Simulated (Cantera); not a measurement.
**Gas-phase reforming**

A perfectly stirred reactor is fed with CH4 : CO2 : H2 = 1 : 2.3 : 0.072 (molar parts), at 0.610 bar; it is held at 1850 K, and followed from long to short residence time.

Model: GRI-Mech 3.0 (53 species, 325 reactions), integrated in Cantera.

| τ (s) | x CH4 | x CO2 | x H2 | x CO | x HO2 | x H2O2 |
|---|---|---|---|---|---|---|
| 4.7 | 0.00177 | 0.0901 | 0.227 | 0.524 | 3.10e-12 | 8.88e-12 |
| 1.9 | 0.00338 | 0.0936 | 0.222 | 0.520 | 3.29e-12 | 9.41e-12 |
| 0.79 | 0.00580 | 0.101 | 0.212 | 0.510 | 3.71e-12 | 1.06e-11 |
| 0.33 | 0.00920 | 0.116 | 0.195 | 0.489 | 4.59e-12 | 1.29e-11 |
| 0.13 | 0.0143 | 0.143 | 0.170 | 0.452 | 6.38e-12 | 1.70e-11 |
| 0.055 | 0.0211 | 0.184 | 0.144 | 0.400 | 8.90e-12 | 2.13e-11 |
| 0.023 | 0.0328 | 0.243 | 0.125 | 0.331 | 1.16e-11 | 2.26e-11 |
| 0.0094 | 0.0557 | 0.328 | 0.119 | 0.244 | 1.26e-11 | 1.69e-11 |
| 0.0039 | 0.0950 | 0.433 | 0.126 | 0.152 | 1.10e-11 | 8.49e-12 |
| 0.0016 | 0.149 | 0.537 | 0.123 | 0.0741 | 7.88e-12 | 3.23e-12 |
| 0.00065 | 0.204 | 0.613 | 0.0955 | 0.0279 | 4.85e-12 | 1.13e-12 |
x: mole fraction; the columns are a selection and need not sum to one.
